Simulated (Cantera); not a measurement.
Feed: 1 mol toluene, 0.16 mol CO2, 0.55 mol H2, held at 523.15 K and 0.133 bar.

Method: chemical equilibrium by Gibbs-energy minimisation in Cantera with the NASA 1993 tables (ideal gas, pure condensed phases). Candidate condensed phases: C, C6H6, C7H8, C8H18, H2O; 110 gas species. Kinetics and transport are ignored.

Base state: CH4 0.800, H2O 0.123, H2 0.0753, CO2 0.00169, CO 1.15e-5 (mole fractions); condensed: C(graphite).

Q: What changes in the equilibrium state with this change: temperature from 523.15 K to 2100 K?

A: 
| species | before | after |
|---|---|---|
| H2 | 0.0753 | 0.925 |
| CO | 1.15e-5 | 0.0654 |
| H | <1e-9 | 0.00821 |
| CH4 | 0.800 | 3.76e-5 |
| H2O | 0.123 | 6.48e-7 |
| C2H2 (acetylene) | <1e-9 | 0.00134 |
| CO2 | 0.00169 | 9.28e-9 |
| C(graphite), mol | 5.13 | 6.83 |
